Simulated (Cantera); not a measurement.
# Diamond growth

A diamond (100) surface in a fixed gas of H2 with x(CH4) = 0.0089, x(CH3) = 1.4e-05, at 1000 K, 21.0 Torr; coverages are run to steady state.

Detailed kinetics in Cantera: the Harris–Goodwin 1993 mechanism for the reconstructed diamond (100) surface.

| x(H) | growth (µm/h) | θ c6HH | θ c6H* | θ c6*H | θ c6** | θ c6HM |
|---|---|---|---|---|---|---|
| 0.0001 | 0.0380 | 0.620 | 0.0166 | 0.340 | 0.00491 | 0.0134 |
| 0.00024 | 0.0769 | 0.603 | 0.0174 | 0.357 | 0.00699 | 0.0115 |
| 0.00056 | 0.123 | 0.597 | 0.0179 | 0.366 | 0.00838 | 0.00797 |
| 0.0013 | 0.161 | 0.596 | 0.0181 | 0.371 | 0.00915 | 0.00453 |
| 0.0031 | 0.186 | 0.596 | 0.0182 | 0.373 | 0.00954 | 0.00220 |
| 0.0073 | 0.199 | 0.596 | 0.0183 | 0.374 | 0.00972 | 0.000999 |
| 0.017 | 0.204 | 0.596 | 0.0184 | 0.375 | 0.00980 | 0.000442 |
| 0.041 | 0.207 | 0.596 | 0.0186 | 0.375 | 0.00986 | 0.000186 |
| 0.096 | 0.209 | 0.596 | 0.0189 | 0.375 | 0.00992 | 7.98e-5 |
θ: site fractions in the mechanism's names (c6HH fully hydrogenated, c6H* and c6*H radical sites, c6** diradical, c6HM methylated).
